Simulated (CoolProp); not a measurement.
R142b at 293.15 K and 1.17 MPa flows at 4.8 m/s in a round tube of 20 mm bore and 15 µm roughness, fully developed (64/Re and Nu = 3.66 if laminar; Colebrook and Gnielinski if turbulent). Each further row changes one setting.

Values from CoolProp's reference Helmholtz-energy equation of state, Lemmon 2006. It is a short technical equation, of lower accuracy than the large ones.

```tsv
case	Reynolds number	Darcy friction factor	pressure drop (Pa/m)	heat-transfer coefficient (W/(m² K))	mass flow (kg/h)
as stated	440000	…	12400	8850	6120
velocity 9.6 m/s	879000	…	…	…	12200
diameter 40 mm	879000	0.0164	…	7850	…
```

Problem. Fill in the missing entries.

Solution. 
- as stated, Darcy friction factor: 0.0192
- velocity 9.6 m/s, Darcy friction factor: 0.0188
- velocity 9.6 m/s, pressure drop (Pa/m): 48700
- velocity 9.6 m/s, heat-transfer coefficient (W/(m² K)): 17400
- diameter 40 mm, pressure drop (Pa/m): 5310
- diameter 40 mm, mass flow (kg/h): 24500

Viscosity comes from a separate model (Huber 2003), an estimate that may be off by 10 % or more. Thermal conductivity comes from a separate model (Huber 2003), an estimate that may be off by 10 % or more.
